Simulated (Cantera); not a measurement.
Charge: 1 mol Si, 1.4 mol HF, held at 500 K and 1.33 mbar.

These are equilibrium values from Cantera (NASA tables, ideal gas, pure condensed phases), not measurements of a reactor. Candidate condensed phases: Si; 25 gas species. The numbers say what is thermodynamically allowed, not how fast it happens.

Base state: H2 0.666, SiF4 0.332, SiHF3 0.00273, SiH2F2 1.91e-5 (mole fractions); condensed: Si(s).

### Question
What changes in the equilibrium state with this change: HF from 1.4 to 17 mol?

### Answer
```
species      before   after
----------  -------  ------
HF            <1e-9   0.812
H2            0.666   0.125
SiF4          0.332  0.0625
SiHF3       0.00273   <1e-9
SiH2F2      1.91e-5   <1e-9
Si(s), mol    0.649       0
```

### Question
What changes in the equilibrium state with this change: temperature from 500 K to 1198 K?

### Answer
| species | before | after |
|---|---|---|
| H2 | 0.666 | 0.661 |
| SiF4 | 0.332 | 0.314 |
| SiF3 | <1e-9 | 0.0161 |
| SiF2 | <1e-9 | 0.000913 |
| HF | <1e-9 | 0.000884 |
| SiH2F2 | 1.91e-5 | 8.90e-5 |
| Si(s), mol | 0.649 | 0.643 |
The tables' values for SiF3, SiF2 are old estimates; treat these amounts as uncertain.
